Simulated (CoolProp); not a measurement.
Vapour-liquid equilibrium of carbon dioxide (1) + CH2F2 (R32) (2) at -9.95 °C; x and y are mole fractions of (1).

Computed with CoolProp (multi-fluid Helmholtz-energy mixture model, Span 1996 and Tillner-Roth 1997; pair parameters Bell 2016).

| x | bubble pressure (bar) | y at the bubble point | dew pressure at overall composition x (bar) | liquid density (mol/L) |
|---|---|---|---|---|
| 0.05 | 6.822 | 0.169 | 6.099 | 20.99 |
| 0.125 | 8.320 | 0.353 | 6.536 | 21.09 |
| 0.2 | 9.834 | 0.485 | 7.036 | 21.19 |
| 0.275 | 11.35 | 0.583 | 7.614 | 21.30 |
| 0.35 | 12.87 | 0.660 | 8.289 | 21.41 |
| 0.425 | 14.39 | 0.721 | 9.087 | 21.52 |
| 0.5 | 15.91 | 0.773 | 10.04 | 21.63 |
| 0.575 | 17.43 | 0.817 | 11.21 | 21.74 |
| 0.65 | 18.96 | 0.855 | 12.66 | 21.86 |
| 0.725 | 20.51 | 0.890 | 14.49 | 21.96 |
| 0.8 | 22.08 | 0.921 | 16.83 | 22.07 |
| 0.875 | 23.69 | 0.952 | 19.84 | 22.17 |
| 0.95 | 25.37 | 0.981 | 23.61 | 22.27 |

No azeotrope shows between x = 0.05 and 0.95.

Pair parameters are fitted to limited data, so mixtures are less certain than the pure fluids.
